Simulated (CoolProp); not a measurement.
Vapour-liquid equilibrium of CHF3 (R23) (1) + R152A (2) at 201.5 K; x and y are mole fractions of (1).

The numbers come from the multi-fluid Helmholtz-energy mixture model, Penoncello 2003 and Outcalt 1996; pair parameters Bell 2016 in CoolProp.

Question: Give the bubble pressure and the first vapour's composition at x = 0.35, 0.5, 0.65. Is there an azeotrope?

Answer: x = 0.35: 0.6138 bar, y = 0.926; x = 0.5: 0.8761 bar, y = 0.960; x = 0.65: 1.146 bar, y = 0.979. No azeotrope shows between x = 0.05 and 0.95.

Pair parameters are fitted to limited data, so mixtures are less certain than the pure fluids.
